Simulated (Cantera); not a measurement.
A closed system holds: 1 mol CH3SiCl3, 380 mol H2, at 450 Pa.

Method: chemical equilibrium by Gibbs-energy minimisation in Cantera with the NASA 1993 tables (ideal gas, pure condensed phases). Candidate condensed phases: C, C6H6, C7H8, C8H18, Si, SiC; 109 gas species. The feed counts by its element totals alone. The tables' values for SiCl are old estimates; treat these amounts as uncertain. The numbers say what is thermodynamically allowed, not how fast it happens.

Task: At 1727 °C, list the 4 most abundant gas species with their mole fractions, and the condensed phases.

Result: H2 0.967, H 0.0238, HCl 0.00756, Si 0.000727. Condensed: SiC(s).
